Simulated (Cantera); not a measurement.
A Cantera script and what it prints.

```python
import numpy as np
import cantera as ct

gas_names = [...]  # 109 gases of nasa_gas.yaml made of C, Cl, H, Si
cond_names = """
    C(gr) C6H6(L) C7H8(L) C8H18(L),n-octa Si(cr) Si(L) SiC(b)
""".split()


# ... load() reads the species with a 1 bar reference pressure and builds the phases ...
atoms = {
    'SiCl4': {'Si': 1, 'CL': 4},
    'C2H2': {'C': 2, 'H': 2},
    'H2': {'H': 2},
}
top_T = {'C(gr)': 4500, 'SiC(b)': 3050}  # K; cautious upper limits of use, not melting points


# ... equilibrate(T, P, feed) seeds the gas with the atoms and calls Mixture.equilibrate('TP', solver="vcs", rtol=1e-11, max_steps=5000) ...
results = []
feed = {'SiCl4': 1, 'C2H2': 0.44, 'H2': 26}  # mol
T = 1625  # K
P = 1200  # Pa
mix = equilibrate(T, P, feed)
results.append((T, P, feed, dict(zip(mix.species_names, mix.species_moles))))
x = sorted(zip(gas.X, gas.species_names), reverse=True)
print(f"T = {T:g} K  P = {P:g} Pa  gas = {mix.phase_moles(0):.4g} mol")
print("   x: " + "  ".join(f"{s} {v:.3e}" for v, s in x if v > 0.0001))
print("   condensed (mol): " + ("  ".join(f"{mix.phase(i).name} {mix.phase_moles(i):.4g}"
      for i in range(1, mix.n_phases) if mix.phase_moles(i) > 1e-12) or "none"))
```

Result:

```
T = 1625 K  P = 1200 Pa  gas = 28.45 mol
   x: H2 8.631e-01  HCL 1.320e-01  SiCL2 4.135e-03  H 5.983e-04
   condensed (mol): SiC(b) 0.8799
```

Equilibrium computed with Cantera from the NASA thermochemical tables; the gas is ideal and each condensed phase is pure. The tables' values for SiCl3 are old estimates; treat these amounts as uncertain.
